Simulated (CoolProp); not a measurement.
A Linde-Hampson liquefier for carbon monoxide: isothermal reversible compression at 200 K from 1 atm to 5 MPa, throttling to 1 atm, return gas leaving the recuperator 0 K below the feed. Each further row changes one setting.

Model: reference Helmholtz-energy equation of state, Lemmon 2006, in CoolProp. It is a short technical equation, of lower accuracy than the large ones.

```
case                        liquid yield per pass  compression work (kJ/kg of gas)
--------------------------  ---------------------  -------------------------------
as stated                                       …                              224
high pressure 10 MPa                        0.166                              259
warm-end temperature 230 K                      …                                …
warm-end gap 5 K                            0.069                              224
```

What belongs in the gaps?


- as stated, liquid yield per pass: 0.083
- warm-end temperature 230 K, liquid yield per pass: 0.057
- warm-end temperature 230 K, compression work (kJ/kg of gas): 261
